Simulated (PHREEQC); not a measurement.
Consider water at 90 °C with 0.019 mol/kgw H2SO4, 0.0056 mol/kgw AgF and 0.1 mol/kgw NaBr. Closed to the air; pH follows from the charge balance.

All values are PHREEQC results (ion-association model, wateq4f.dat), not measurements.

Each row changes one thing in this solution. This is a speciation only: nothing precipitates in the calculation.

```json
[
 {"case": "as made", "pH": "1.83", "ionic strength (mol/kgw)": "0.127", "Br- (mol/kgw)": "0.0843", "HSO4- (mol/kgw)": "0.0138", "AgBr3-2 (mol/kgw)": "0.00450", "SO4-2 (mol/kgw)": "0.00429", "SI of Bromyrite (AgBr)": "+0.45", "SI of Mirabilite (Na2SO4:10H2O)": "-6.56"},
 {"case": "NaBr from 0.1 to 0.05 mol/kgw", "pH": "1.83", "ionic strength (mol/kgw)": "0.0748", "Br- (mol/kgw)": "0.0354", "HSO4- (mol/kgw)": "0.0146", "AgBr3-2 (mol/kgw)": "0.00341", "SO4-2 (mol/kgw)": "0.00395", "SI of Bromyrite (AgBr)": "+1.12", "SI of Mirabilite (Na2SO4:10H2O)": "-7.06"},
 {"case": "NaBr from 0.1 to 0.15 mol/kgw", "pH": "1.82", "ionic strength (mol/kgw)": "0.177", "Br- (mol/kgw)": "0.134", "HSO4- (mol/kgw)": "0.0133", "AgBr3-2 (mol/kgw)": "0.00489", "SO4-2 (mol/kgw)": "0.00449", "SI of Bromyrite (AgBr)": "+0.06", "SI of Mirabilite (Na2SO4:10H2O)": "-6.27"},
 {"case": "NaBr from 0.1 to 0.09 mol/kgw", "pH": "1.83", "ionic strength (mol/kgw)": "0.116", "Br- (mol/kgw)": "0.0744", "HSO4- (mol/kgw)": "0.0140", "AgBr3-2 (mol/kgw)": "0.00438", "SO4-2 (mol/kgw)": "0.00423", "SI of Bromyrite (AgBr)": "+0.55", "SI of Mirabilite (Na2SO4:10H2O)": "-6.63"},
 {"case": "temperature from 90 to 35 °C", "pH": "1.72", "ionic strength (mol/kgw)": "0.135", "Br- (mol/kgw)": "0.0844", "HSO4- (mol/kgw)": "0.00889", "AgBr3-2 (mol/kgw)": "0.00445", "SO4-2 (mol/kgw)": "0.00863", "SI of Bromyrite (AgBr)": "+2.64", "SI of Mirabilite (Na2SO4:10H2O)": "-4.15"},
 {"case": "H2SO4 from 0.019 to 0.0019 mol/kgw", "pH": "3.44", "ionic strength (mol/kgw)": "0.106", "Br- (mol/kgw)": "0.0843", "HSO4- (mol/kgw)": "0.000120", "AgBr3-2 (mol/kgw)": "0.00448", "SO4-2 (mol/kgw)": "0.00146", "SI of Bromyrite (AgBr)": "+0.46", "SI of Mirabilite (Na2SO4:10H2O)": "-6.97"},
 {"case": "diluted 100-fold with water", "pH": "3.51", "ionic strength (mol/kgw)": "…", "Br- (mol/kgw)": "0.000918", "HSO4- (mol/kgw)": "2.34e-5", "AgBr3-2 (mol/kgw)": "7.31e-7", "SO4-2 (mol/kgw)": "…", "SI of Bromyrite (AgBr)": "+0.81", "SI of Mirabilite (Na2SO4:10H2O)": "-11.29"},
 {"case": "H2SO4 from 0.019 to 0.038 mol/kgw", "pH": "1.52", "ionic strength (mol/kgw)": "0.147", "Br- (mol/kgw)": "0.0843", "HSO4- (mol/kgw)": "0.0320", "AgBr3-2 (mol/kgw)": "0.00453", "SO4-2 (mol/kgw)": "0.00506", "SI of Bromyrite (AgBr)": "+0.45", "SI of Mirabilite (Na2SO4:10H2O)": "-6.52"}
]
```

Q: Complete the blanks.

A: 
- diluted 100-fold with water, ionic strength (mol/kgw): 0.00149
- diluted 100-fold with water, SO4-2 (mol/kgw): 0.000166

Some of these states are supersaturated (in Bromyrite, for instance). At this temperature some constants are extrapolated from 25 °C, and those without enthalpy data are left unchanged.
